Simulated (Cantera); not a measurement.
Feed: 1 mol SiCl4, 4 mol HCl, 11 mol H2, at 10000 Pa.

Equilibrium computed with Cantera from the NASA thermochemical tables; the gas is ideal and each condensed phase is pure. Candidate condensed phases: Si; 19 gas species. The tables' values for SiCl3 are old estimates; treat these amounts as uncertain. Equilibrium is a limit: real reactors are often held back by kinetics, nucleation or transport. All values below are at 973 K.

Base state: H2 0.687, HCl 0.251, SiCl4 0.0615, SiHCl3 0.000945, SiCl3 4.39e-5 (mole fractions); condensed: gas only.

Question: What changes in the equilibrium state with this change: HCl from 4 to 0.037 mol?

Answer: 
```csv
species,before,after
H2,0.687,0.896
SiCl4,0.0615,0.0659
HCl,0.251,0.0208
SiHCl3,0.000945,0.0159
SiH2Cl2,1.52e-6,0.000402
SiCl2,9.00e-7,0.000183
SiCl3,4.39e-5,0.000648
```

Question: What changes in the equilibrium state with this change: HCl from 4 to 0.025 mol?

Answer: 
| species | before | after |
|---|---|---|
| H2 | 0.687 | 0.897 |
| SiCl4 | 0.0615 | 0.0655 |
| HCl | 0.251 | 0.0203 |
| SiHCl3 | 0.000945 | 0.0163 |
| SiH2Cl2 | 1.52e-6 | 0.000423 |
| SiCl2 | 9.00e-7 | 0.000192 |
| SiCl3 | 4.39e-5 | 0.000662 |
